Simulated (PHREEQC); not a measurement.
H2SO4 is added in steps, without added water, to 1 kg of water holding 0.0069 mol/kgw K3PO4, at 25 °C. O2 is buffered at 0.21 atm. CO2 from the air is kept out. Precipitation was switched off in this run.

Base run: PHREEQC, ion-association model, wateq4f.dat. Each further column changes one thing. The table gives HPO4-2 (mol/kgw).

| H2SO4 added (mol) | base | database phreeqc.dat | all activity coefficients set to 1 | Davies equation for every ion | Debye-Hückel limiting law |
|---|---|---|---|---|---|
| 0 | 0.00480 | 0.00474 | 0.00535 | 0.00477 | 0.00459 |
| 0.00085 | 0.00520 | 0.00515 | 0.00562 | 0.00517 | 0.00503 |
| 0.001488 | 0.00553 | 0.00549 | 0.00585 | 0.00551 | 0.00540 |
| 0.002338 | 0.00602 | 0.00600 | 0.00617 | 0.00601 | 0.00595 |
| 0.003187 | 0.00657 | 0.00657 | 0.00652 | 0.00657 | 0.00657 |
| 0.003825 | 0.00602 | 0.00602 | 0.00592 | 0.00602 | 0.00604 |
| 0.004675 | 0.00436 | 0.00436 | 0.00428 | 0.00436 | 0.00437 |
| 0.005313 | 0.00311 | 0.00311 | 0.00306 | 0.00311 | 0.00312 |
| 0.006162 | 0.00145 | 0.00145 | 0.00142 | 0.00145 | 0.00145 |
| 0.007012 | 6.90e-6 | 6.90e-6 | 4.76e-6 | 7.02e-6 | 7.74e-6 |
| 0.00765 | 9.93e-7 | 9.94e-7 | 6.70e-7 | 1.01e-6 | 1.13e-6 |
| 0.0085 | 4.26e-7 | 4.26e-7 | 2.82e-7 | 4.36e-7 | 4.90e-7 |

H3PO4, which wateq4f.dat lacks, is added to it with the constant of phreeqc.dat.  phreeqc.dat and wateq4f.dat share most of their constants, so their agreement is no independent check.
